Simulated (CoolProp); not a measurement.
Saturated liquid density (kg/m³) of R1336mzz(Z): the reference equation beside estimates from Tc = 444.5 K, pc = 2904 kPa, ω = 0.386.

Computed with CoolProp (reference Helmholtz-energy equation of state, McLinden 2020).

```tsv
T (K)	reference	Redlich-Kwong	Soave-Redlich-Kwong
211.4	1573	1273	1315
223	1546	1253	1298
234.6	1520	1233	1281
246.2	1493	1211	1263
257.8	1465	1188	1243
269.4	1437	1164	1222
281	1408	1139	1200
292.6	1379	1112	1176
304.3	1349	1084	1150
315.9	1317	1054	1122
327.5	1285	1023	1092
339.1	1251	989.8	1060
350.7	1215	954.4	1025
362.3	1177	916.5	986.3
```

Absolute difference from the reference over all 14 rows, mean and median: Redlich-Kwong 19.8 and 19.2 %, Soave-Redlich-Kwong 15.3 and 15.2 %.
